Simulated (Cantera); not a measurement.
An isothermal, constant-pressure homogeneous reactor starts with 85.5 % NO, 14.5 % N₂, at 1675 K and 0.0267 bar.

Computed with Cantera and GRI-Mech 3.0 (53 species, 325 reactions). Radical loss at walls, strong at low pressure, is not modelled.

x: mole fraction; the columns are a selection and need not sum to one.

```csv
t (s),x NO,x O,x N₂,x N₂O,x O₂
4.00e-5,0.855,___,0.145,5.41e-8,5.84e-12
0.000105,0.855,___,0.145,1.42e-7,3.99e-11
0.000276,0.855,___,0.145,3.73e-7,2.73e-10
0.000726,0.855,___,0.145,9.80e-7,1.86e-9
0.00191,0.855,___,0.145,2.57e-6,1.26e-8
0.00502,0.855,___,0.145,6.70e-6,8.72e-8
0.0132,0.855,___,0.145,1.72e-5,6.99e-7
0.0346,0.855,___,0.145,4.29e-5,6.58e-6
0.0910,0.854,___,0.145,9.78e-5,4.70e-5
0.239,0.854,___,0.145,0.000183,0.000213
0.629,0.853,2.63e-5,0.146,0.000243,0.000745
1.65,0.850,2.80e-5,0.147,0.000248,0.00222
4.34,0.842,___,0.151,0.000241,0.00610
11.4,0.822,___,0.161,0.000225,0.0161
30.0,0.772,___,0.187,0.000191,0.0412
```

Problem. Fill in the missing entries.

Solution. 
- 4.00e-5, x O: 5.40e-8
- 0.000105, x O: 1.41e-7
- 0.000276, x O: 3.69e-7
- 0.000726, x O: 9.51e-7
- 0.00191, x O: 2.37e-6
- 0.00502, x O: 5.51e-6
- 0.0132, x O: 1.09e-5
- 0.0346, x O: 1.66e-5
- 0.0910, x O: 2.05e-5
- 0.239, x O: 2.38e-5
- 4.34, x O: 3.14e-5
- 11.4, x O: 3.86e-5
- 30.0, x O: 5.17e-5
